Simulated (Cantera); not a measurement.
A diamond (100) surface in a fixed gas of H2 with x(CH4) = 0.016, x(H) = 0.0011, x(CH3) = 0.00023, 48.0 Torr; coverages are run to steady state.

Detailed kinetics in Cantera: the Harris–Goodwin 1993 mechanism for the reconstructed diamond (100) surface.

θ: site fractions in the mechanism's names (c6HH fully hydrogenated, c6H* and c6*H radical sites, c6** diradical, c6HM methylated).

```csv
T (K),growth (µm/h),θ c6HH,θ c6H*,θ c6*H,θ c6**,θ c6HM
925,4.28,0.562,0.0102,0.263,0.00421,0.126
1000,5.83,0.531,0.0160,0.328,0.00767,0.0851
1075,5.39,0.507,0.0235,0.394,0.0126,0.0419
1150,3.07,0.479,0.0317,0.449,0.0185,0.0123
1225,?,0.447,?,0.482,?,?
1300,?,0.421,?,0.500,?,?
1375,1.22,0.404,0.0535,0.508,0.0331,0.000129
```

Task: Complete the blanks.

Result: 
- 1225, growth (µm/h): 1.80
- 1225, θ c6H*: 0.0395
- 1225, θ c6**: 0.0242
- 1225, θ c6HM: 0.00271
- 1300, growth (µm/h): 1.51
- 1300, θ c6H*: 0.0468
- 1300, θ c6**: 0.0292
- 1300, θ c6HM: 0.000586
